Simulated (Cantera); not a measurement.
Charge: 1 mol Si, 12 mol HCl, 3.2 mol N₂, equilibrated at 1450 K and 0.00133 bar.

Method: chemical equilibrium by Gibbs-energy minimisation in Cantera with the NASA 1993 tables (ideal gas, pure condensed phases). Candidate condensed phases: NH₄Cl, Si, Si₃N₄; 28 gas species. The tables' values for SiCl₃ are old estimates; treat these amounts as uncertain. The numbers say what is thermodynamically allowed, not how fast it happens.

Base state: HCl 0.633, N₂ 0.214, H₂ 0.0850, SiCl₂ 0.0430, SiCl₄ 0.0119, SiCl₃ 0.0119, Cl 0.000458, SiHCl₃ 0.000138 (mole fractions); condensed: gas only.

What changes in the equilibrium state with this change: temperature from 1450 K to 598 K?


```
species    before    after
-------  --------  -------
HCl         0.633    0.563
N₂          0.214    0.225
H₂         0.0850    0.141
SiCl₄      0.0119   0.0704
SiCl₂      0.0430    <1e-9
SiCl₃      0.0119    <1e-9
Cl       0.000458    <1e-9
H         7.55e-5    <1e-9
SiHCl₃   0.000138  4.62e-7
```
